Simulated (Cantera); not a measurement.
A perfectly stirred reactor is fed with 10.3 % H₂, 10.4 % O₂, 79.2 % N₂, equivalence ratio 0.49, at 90.0 Torr; it is held at 950 K, and followed from long to short residence time.

Detailed kinetics in Cantera: GRI-Mech 3.0 (53 species, 325 reactions). Radical loss at walls, strong at low pressure, is not modelled. The temperature is held fixed by assumption; the heat of reaction is taken as removed at once.

x: mole fraction; the columns are a selection and need not sum to one.

```
τ (s)       x H₂    x O₂  x H     x NO    x HO₂     x NO₂   x H₂O₂
------  --------  ------  ---  -------  -------  --------  -------
2.2     0.000691  0.0558    …  1.58e-8  5.28e-6  1.18e-10  4.47e-7
1.2     0.000976  0.0559    …  2.16e-8  6.06e-6  1.04e-10  4.70e-7
0.61     0.00142  0.0561    …  3.15e-8  6.88e-6  9.10e-11  4.88e-7
0.32     0.00202  0.0564    …  4.53e-8  7.61e-6  7.93e-11  5.03e-7
0.17     0.00284  0.0568    …  6.44e-8  8.24e-6  6.82e-11  5.16e-7
0.090    0.00398  0.0573    …  9.06e-8  8.80e-6  5.78e-11  5.27e-7
0.047    0.00561  0.0581    …  1.26e-7  9.29e-6  4.83e-11  5.37e-7
0.025    0.00780  0.0591    …  1.70e-7  9.69e-6  4.01e-11  5.40e-7
0.013     0.0110  0.0607    …  2.23e-7  1.00e-5  3.29e-11  5.36e-7
0.0070    0.0151  0.0628    …  2.75e-7  1.03e-5  2.70e-11  5.21e-7
```

What belongs in the gaps?


- 2.2, x H: 1.68e-5
- 1.2, x H: 3.07e-5
- 0.61, x H: 5.99e-5
- 0.32, x H: 0.000113
- 0.17, x H: 0.000210
- 0.090, x H: 0.000388
- 0.047, x H: 0.000720
- 0.025, x H: 0.00130
- 0.013, x H: 0.00233
- 0.0070, x H: 0.00392
